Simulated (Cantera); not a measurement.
Si₃N₄ + H₂O + H₂ (nitride etching)

Charge: 1 mol Si₃N₄, 0.79 mol H₂O, 0.57 mol H₂, at 2123.15 K and 0.0225 Torr.

These are equilibrium values from Cantera (NASA tables, ideal gas, pure condensed phases), not measurements of a reactor. Candidate condensed phases: H₂O, Si, SiO₂, Si₂N₂O, Si₃N₄; 35 gas species. The tables' values for SiN are old estimates; treat these amounts as uncertain. Equilibrium is a limit: real reactors are often held back by kinetics, nucleation or transport.

x(Si): 0.312
x(N₂): 0.283
x(H): 0.200
x(SiO): 0.112
x(H₂): 0.0927
x(SiH): 0.000269
x(Si₂): 0.000235
x(SiN): 0.000180
x(Si₂N): 1.16e-5
gas amount: 7.061 mol
log10 activity of Si(l) (absent): -1.26
